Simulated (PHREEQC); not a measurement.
Dissolve 0.243 mol/kgw HF, 0.00035 mol/kgw NaF and 0.014 mol/kgw H2SiF6 at 20 °C. Closed to the air; pH follows from the charge balance.

The numbers come from PHREEQC with the ion-association model, phreeqc.dat.

Precipitation was switched off in this run.

**Question.** Order these F species by the share of F that they hold, largest first: HF2-, HF, F-, SiF6-2.

**Answer.** HF (69 %), SiF6-2 (26 %), HF2- (3.2 %), F- (1.9 %)

The pH is 1.48 and the ionic strength 0.0534 mol/kgw. SiF6-2 is the database's only silicon fluoride.
